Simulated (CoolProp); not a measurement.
Vapour-liquid equilibrium of R22 (1) + R134a (2) at 255.8 K; x and y are mole fractions of (1).

Values from CoolProp's multi-fluid Helmholtz-energy mixture model, Kamei 1995 and Tillner-Roth 1994; pair parameters Bell 2016.

| x | bubble pressure, mixture model (bar) | bubble pressure, Raoult's law (bar) | y, mixture model | y, Raoult's law |
|---|---|---|---|---|
| 0.05 | ? | 1.548 | ? | 0.088 |
| 0.15 | 1.720 | 1.670 | ? | 0.244 |
| 0.25 | 1.861 | 1.793 | 0.386 | 0.378 |
| 0.35 | 1.992 | 1.916 | 0.496 | 0.496 |
| 0.45 | 2.116 | 2.039 | 0.592 | 0.599 |
| 0.55 | 2.234 | 2.161 | 0.678 | 0.691 |
| 0.65 | 2.347 | 2.284 | ? | 0.772 |
| 0.75 | 2.456 | 2.407 | 0.830 | 0.846 |
| 0.85 | 2.561 | 2.530 | ? | 0.912 |
| 0.95 | 2.663 | 2.652 | ? | 0.972 |

**Question.** Complete the blanks.

**Answer.** 
- 0.05, bubble pressure, mixture model (bar): 1.567
- 0.05, y, mixture model: 0.096
- 0.15, y, mixture model: 0.256
- 0.65, y, mixture model: 0.756
- 0.85, y, mixture model: 0.899
- 0.95, y, mixture model: 0.967

The largest gap from Raoult's law is +4.0 % in bubble pressure, at x = 0.35. No azeotrope shows between x = 0.05 and 0.95.

The pair parameters rest on a limited set of measurements; away from them the model extrapolates.
